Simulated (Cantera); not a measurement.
# Thermodynamics of hydrogen reduction and annealing atmospheres, feed Cr2O3 + H2 + H2O

Charge: 1 mol Cr2O3, a varied amount of H2, 0.051 mol H2O, held at 1 atm.

These are equilibrium values from Cantera (NASA tables, ideal gas, pure condensed phases), not measurements of a reactor. Candidate condensed phases: Cr, Cr2O3, H2O; 13 gas species. Mutual solubility and eutectic melting of coexisting phases are not modelled. Equilibrium is a limit: real reactors are often held back by kinetics, nucleation or transport.

### Question
Map the stable condensed phases over T = 925, 975, 1025, 1075, 1125, 1175, 1225, 1275, 1325 °C and n(H2) in mol = 0.3, 0.7, 1.6, 3.8, 8.9, 21, 49, 110.

### Answer
```
T in °C \ n(H2) in mol
         0.3 0.7 1.6 3.8 8.9  21  49 110
   1325    A   A   A   A   A   A   B   B
   1275    A   A   A   A   A   A   B   B
   1225    A   A   A   A   A   A   B   B
   1175    A   A   A   A   A   A   A   B
   1125    A   A   A   A   A   A   A   B
   1075    A   A   A   A   A   A   A   A
   1025    A   A   A   A   A   A   A   A
    975    A   A   A   A   A   A   A   A
    925    A   A   A   A   A   A   A   A
```
A: Cr2O3; B: Cr + Cr2O3.
